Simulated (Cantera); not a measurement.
A closed system holds: 1 mol Al2O3, 220 mol H2, equilibrated at 21.8 Torr.

Method: chemical equilibrium by Gibbs-energy minimisation in Cantera with the NASA 1993 tables (ideal gas, pure condensed phases). Candidate condensed phases: Al, Al2O3, H2O; 19 gas species. Equilibrium is a limit: real reactors are often held back by kinetics, nucleation or transport. All values below are at 1550 K.

Base state: H2 1.000, H 0.000185 (mole fractions); condensed: Al2O3(s).

**Question.** What changes in the equilibrium state with this change: Al2O3 replaced by Nb2O5?

**Answer.** 
| species | before | after |
|---|---|---|
| H2 | 1.000 | 0.995 |
| H2O | 1.70e-6 | 0.00455 |
| H | 0.000185 | 0.000185 |
| Al2O3(s), mol | 1.000 | 0 |
| NbO2(s), mol | 0 | 2.00 |
Condensed phases not in the tables: the oxides between NbO2 and Nb2O5. Further candidate phases: Nb, NbO, NbO2, Nb2O5.
